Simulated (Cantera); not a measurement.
Cantera run, input and output.

```python
import numpy as np
import cantera as ct

gas = ct.Solution("gri30.yaml", transport_model="mixture-averaged")
show = ['O', 'CH3', 'H2O']

rows = []
print(f"{'T/K':>7s}{'rho':>11s}{'cp':>10s}{'mu':>11s}{'lambda':>11s}{'Pr':>7s}" + "".join(f"{'D_' + s:>11s}" for s in show))
for T in [400, 500, 600, 700, 800, 900, 1000, 1100, 1200]:
    gas.TPX = T, 13332, {'C2H4': 0.8}
    Pr = gas.cp_mass * gas.viscosity / gas.thermal_conductivity
    D = [gas.mix_diff_coeffs_mole[gas.species_index(s)] for s in show]
    rows.append([gas.density, gas.cp_mass, gas.viscosity, gas.thermal_conductivity, Pr, *D])
    print(f"{T:7g}{gas.density:11.4e}{gas.cp_mass:10.1f}{gas.viscosity:11.4e}"
          f"{gas.thermal_conductivity:11.4e}{Pr:7.3f}" + "".join(f"{d:11.4e}" for d in D))
print("SI units: kg/m3, J/kg/K, Pa s, W/m/K, m2/s")
```

Result:

```
    T/K        rho        cp         mu     lambda     Pr        D_O      D_CH3      D_H2O
    400 1.1246e-01    1876.5 1.3349e-05 3.3646e-02  0.745 3.1947e-04 2.2216e-04 2.1902e-04
    500 8.9968e-02    2220.0 1.6342e-05 4.8586e-02  0.747 4.7412e-04 3.3360e-04 3.3998e-04
    600 7.4973e-02    2528.6 1.9101e-05 6.4378e-02  0.750 6.5113e-04 4.6186e-04 4.8321e-04
    700 6.4263e-02    2785.0 2.1665e-05 8.0427e-02  0.750 8.4890e-04 6.0563e-04 6.4681e-04
    800 5.6230e-02    2990.8 2.4066e-05 9.6427e-02  0.746 1.0662e-03 7.6392e-04 8.2923e-04
    900 4.9982e-02    3167.1 2.6332e-05 1.1221e-01  0.743 1.3020e-03 9.3592e-04 1.0292e-03
   1000 4.4984e-02    3354.1 2.8480e-05 1.2770e-01  0.748 1.5555e-03 1.1210e-03 1.2458e-03
   1100 4.0894e-02    3497.7 3.0529e-05 1.4283e-01  0.748 1.8261e-03 1.3186e-03 1.4781e-03
   1200 3.7486e-02    3624.8 3.2491e-05 1.5758e-01  0.747 2.1131e-03 1.5282e-03 1.7254e-03
SI units: kg/m3, J/kg/K, Pa s, W/m/K, m2/s
```

Model: GRI-Mech 3.0 (53 species, 325 reactions), integrated in Cantera. The composition is frozen, though it would react at the higher temperatures.
